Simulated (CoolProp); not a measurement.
A Linde-Hampson liquefier for oxygen: isothermal reversible compression at 290 K from 1 atm to 40 MPa, throttling to 1 atm, return gas leaving the recuperator 10 K below the feed. Each further row changes one setting.

Model: reference Helmholtz-energy equation of state, Schmidt 1985, in CoolProp.

```json
[
 {"case": "as stated", "liquid yield per pass": "0.150", "compression work (kJ/kg of gas)": "441"},
 {"case": "high pressure 80 MPa", "liquid yield per pass": "0.149", "compression work (kJ/kg of gas)": "505"},
 {"case": "warm-end temperature 320 K", "liquid yield per pass": "0.111", "compression work (kJ/kg of gas)": "493"},
 {"case": "warm-end gap 15 K", "liquid yield per pass": "0.140", "compression work (kJ/kg of gas)": "441"}
]
```

Above 300 K oxygen's equation is extrapolated.
